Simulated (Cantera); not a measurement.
Charge: 1 mol Fe₃O₄, 5.1 mol C, 0.25 mol H₂, held at 1923 K and 1.00 bar.

Cantera equilibrium calculation (NASA polynomials, part measured and part estimated; ideal gas, pure solids and liquids). Candidate condensed phases: C, C₆H₆, C₇H₈, C₈H₁₈, Fe, Fe(CO)₅, FeO, Fe(OH)₂, Fe(OH)₃, Fe₂O₃, Fe₃O₄, H₂O; 114 gas species. Iron dissolves carbon and melts from about 1420 K in contact with it, which pure phases cannot show. Condensed phases not in the tables: cementite and carbon dissolved in iron. Kinetics and transport are ignored.

Base state: CO 0.941, H₂ 0.0587, H 0.000228, Fe 0.000148, CO₂ 3.32e-5, C₂H₂ (acetylene) 2.65e-5 (mole fractions); condensed: C(graphite) + Fe(l).

**Question.** What changes in the equilibrium state with this change: temperature from 1923 K to 2150 K?

**Answer.** 
| species | before | after |
|---|---|---|
| CO | 0.941 | 0.939 |
| H₂ | 0.0587 | 0.0581 |
| Fe | 0.000148 | 0.00173 |
| H | 0.000228 | 0.00102 |
| C₂H₂ (acetylene) | 2.65e-5 | 0.000112 |
| CO₂ | 3.32e-5 | 1.16e-5 |
| C(graphite), mol | 1.10 | 1.10 |
| Fe(l), mol | 3.00 | 2.99 |

**Question.** What changes in the equilibrium state with this change: pressure from 1.00 bar to 1.80 mbar?

**Answer.** 
```tsv
species	before	after
CO	0.941	0.861
Fe	0.000148	0.0823
H₂	0.0587	0.0513
CO₂	3.32e-5	5.01e-8
H	0.000228	0.00503
C₂H₂ (acetylene)	2.65e-5	2.32e-5
C(graphite), mol	1.10	1.10
Fe(l), mol	3.00	2.62
```
